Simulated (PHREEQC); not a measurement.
A solution holds 0.25 mol/kgw KH2PO4, 0.0096 mol/kgw Na2B4O7 and 0.17 mol/kgw NaCl, at 50 °C. Closed to the air; pH follows from the charge balance.

All values are PHREEQC results (ion-association model, phreeqc.dat), not measurements.

**Question.** The ionic strength comes out as 0.453 mol/kgw. What activity coefficients do K+, KHPO4-, H+, NaHPO4-, HPO4-2 get?

**Answer.** K+ 0.64, KHPO4- 0.69, H+ 0.76, NaHPO4- 0.69, HPO4-2 0.21.

No solid was allowed to form. Species that the database lacks are ignored. At this temperature some constants are extrapolated from 25 °C, and those without enthalpy data are left unchanged.
